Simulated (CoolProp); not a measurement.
Vapour-liquid equilibrium of R142b (1) + R113 (2) at 70.95 °C; x and y are mole fractions of (1).

Model: multi-fluid Helmholtz-energy mixture model, Lemmon 2006 and Marx 1992; pair parameters Bell 2016, in CoolProp.

Task: Give the bubble pressure and the first vapour's composition at x = 0.05, 0.725, 0.95. Is there an azeotrope?

Result: x = 0.05: 2.606 bar, y = 0.230; x = 0.725: 8.798 bar, y = 0.905; x = 0.95: 10.83 bar, y = 0.983. No azeotrope shows between x = 0.05 and 0.95.

Pair parameters are fitted to limited data, so mixtures are less certain than the pure fluids.
